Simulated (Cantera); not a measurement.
Input: 1 mol SO₂, at 0.00120 bar.

Equilibrium computed with Cantera from the NASA thermochemical tables; the gas is ideal and each condensed phase is pure. Candidate condensed phases: S; 10 gas species. The numbers say what is thermodynamically allowed, not how fast it happens. All values below are at 2675 °C.

Base state: O 0.549, S 0.235, SO 0.153, O₂ 0.0405, SO₂ 0.0211, S₂ 0.00142 (mole fractions); condensed: gas only.

Question: What changes in the equilibrium state with this change: SO₂ replaced by S?

Answer: 
```json
[
 {"species": "S", "before": "0.235", "after": "0.976"},
 {"species": "S₂", "before": "0.00142", "after": "0.0243"},
 {"species": "O", "before": "0.549", "after": "0"},
 {"species": "SO", "before": "0.153", "after": "0"},
 {"species": "O₂", "before": "0.0405", "after": "0"},
 {"species": "SO₂", "before": "0.0211", "after": "0"}
]
```
